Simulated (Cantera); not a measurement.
## Ignition delay

Mixture: CH4 : O2 : N2 = 1 : 3.17 : 11.9 (molar parts), at 0.910 bar, adiabatic and at constant pressure. Ignition delay is the time to a rise of 400 K.

Model: GRI-Mech 3.0 (53 species, 325 reactions), integrated in Cantera.

```csv
T0 (K),delay (ms)
1123,124
1198,40.0
1273,14.2
1348,5.48
1423,2.33
1498,1.09
1573,0.564
1648,0.316
1723,0.190
1798,0.120
```

The apparent activation energy between 1648 and 1798 K comes out as 160 kJ/mol.
